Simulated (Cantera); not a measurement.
A closed system holds: 1 mol MgO, 20 mol Cl₂, 2.9 mol O₂, held at 14.0 mbar.

Equilibrium computed with Cantera from the NASA thermochemical tables; the gas is ideal and each condensed phase is pure. Candidate condensed phases: Mg, MgCl₂, MgO; 11 gas species. Equilibrium is a limit: real reactors are often held back by kinetics, nucleation or transport. All values below are at 627 °C.

Base state: Cl₂ 0.873, O₂ 0.127, Cl 0.000584, MgCl₂ 7.42e-5 (mole fractions); condensed: MgO(s).

**Question.** What changes in the equilibrium state with this change: MgO replaced by Fe₂O₃?

**Answer.** 
| species | before | after |
|---|---|---|
| Cl₂ | 0.873 | 0.863 |
| O₂ | 0.127 | 0.131 |
| FeCl₃ | 0 | 0.00538 |
| MgCl₂ | 7.42e-5 | 0 |
| FeCl₂ | 0 | 3.98e-5 |
| Cl | 0.000584 | 0.000581 |
| MgO(s), mol | 0.998 | 0 |
| Fe₂O₃(s), mol | 0 | 0.938 |
Further candidate phases: Fe, FeCl₂, FeCl₃, FeO, Fe₂O₃, Fe₃O₄.
